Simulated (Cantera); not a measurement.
An adiabatic, constant-volume homogeneous reactor starts with 43.0 % H₂, 3.61 % O₂, 44.8 % N₂, 8.61 % H₂O, at 1325 K and 29000 Pa.

Detailed kinetics in Cantera: GRI-Mech 3.0 (53 species, 325 reactions).

x: mole fraction; the columns are a selection and need not sum to one.

```tsv
t (s)	T (K)	P (bar)	x H₂	x O₂	x H₂O	x NO	x H₂O₂	x OH	x N₂O
4.00e-6	1325	0.290	0.430	0.0361	0.0861	<1e-12	4.38e-11	1.98e-10	<1e-12
1.66e-5	1325	0.290	0.430	0.0361	0.0861	<1e-12	7.12e-10	(withheld)	<1e-12
6.88e-5	1325	0.290	0.430	0.0361	0.0861	<1e-12	1.11e-8	(withheld)	<1e-12
0.000285	1453	0.317	0.331	0.00110	0.156	6.49e-8	2.67e-8	0.000762	4.05e-10
0.00118	1759	0.376	0.353	9.13e-6	0.161	3.81e-7	9.51e-9	0.000741	1.28e-10
0.00490	1906	0.404	0.366	1.10e-6	0.163	5.44e-7	1.17e-9	(withheld)	7.13e-11
0.0203	1954	0.413	0.370	9.42e-8	0.164	5.35e-7	1.06e-10	(withheld)	4.97e-11
0.0842	1964	0.415	0.371	2.40e-8	0.164	3.67e-7	2.76e-11	5.09e-5	4.33e-11
0.349	1964	0.415	0.371	2.29e-8	0.164	4.00e-7	2.63e-11	4.98e-5	4.32e-11
1.45	1964	0.415	0.371	2.29e-8	0.164	5.91e-7	2.63e-11	4.98e-5	4.35e-11
6.00	1964	0.415	0.371	2.29e-8	0.164	1.21e-6	2.63e-11	4.98e-5	4.58e-11
```

### Question
Some entries are withheld; supply them.

### Answer

- 1.66e-5, x OH: 1.39e-9
- 6.88e-5, x OH: 4.49e-8
- 0.00490, x OH: 0.000318
- 0.0203, x OH: 9.93e-5
